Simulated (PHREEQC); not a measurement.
1.5 g of hydrous ferric oxide (600 m²/g; 0.2 weak and 0.005 strong sites per Fe, Dzombak-Morel constants, diffuse double layer) in 1 kg of water with 0.1 mol/kgw of an inert sodium salt and 6.1e-05 mol NiCl2, at 25 °C; the pH is set by adding NaOH or the inert anion's acid. O2 is buffered at 0.21 atm. No CO2 enters from the air. No solid was allowed to form.

Computed with PHREEQC (ion-association model, wateq4f.dat).

```
pH    Ni sorbed (%)  surface charge σ (C/m²)  surface potential ψ (mV)
----  -------------  -----------------------  ------------------------
4               0.0                    0.321                       146
4.38            0.2                    0.286                       140
4.75            0.8                    0.245                       132
5.12              …                        …                       123
5.5            13.8                    0.159                       111
5.88           37.9                    0.123                         …
6.25           67.0                    0.093                        84
6.62           87.7                    0.068                        70
7              96.8                        …                        54
7.38           99.3                        …                        36
7.75           99.8                    0.014                        19
8.12          100.0                    0.001                         1
8.5           100.0                   -0.013                       -17
8.88          100.0                   -0.028                       -35
9.25          100.0                   -0.045                       -52
9.62          100.0                   -0.065                       -68
10            100.0                   -0.091                       -84
```

Complete the blanks.


- 5.12, Ni sorbed (%): 3.6
- 5.12, surface charge σ (C/m²): 0.201
- 5.88, surface potential ψ (mV): 98
- 7, surface charge σ (C/m²): 0.046
- 7.38, surface charge σ (C/m²): 0.029
